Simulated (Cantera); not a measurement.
Input: 1 mol Ta(OEt)5, 0.12 mol O2, held at 1550 K and 75.0 Torr.

Cantera equilibrium calculation (NASA polynomials, part measured and part estimated; ideal gas, pure solids and liquids). Candidate condensed phases: C, C6H6, C7H8, C8H18, H2O, Ta, TaC, Ta2O5; 113 gas species. The feed counts by its element totals alone. TaC: taken at fixed stoichiometry. Condensed phases not in the tables: Ta2C. Rates play no part.

Base state: H2 0.704, CO 0.295, CH4 0.000101, H 8.36e-5, H2O 2.52e-5, C2H2 (acetylene) 1.13e-5 (mole fractions); condensed: C(graphite) + TaC(s).

Problem. What changes in the equilibrium state with this change: O2 from 0.12 to 4.2 mol?

Solution. 
| species | before | after |
|---|---|---|
| H2 | 0.704 | 0.525 |
| CO | 0.295 | 0.435 |
| H2O | 2.52e-5 | 0.0308 |
| C2H2 (acetylene) | 1.13e-5 | <1e-9 |
| CO2 | 3.78e-6 | 0.00915 |
| C(graphite), mol | 3.76 | 0 |
| TaC(s), mol | 1.00 | 0 |
| Ta2O5(s), mol | 0 | 0.500 |
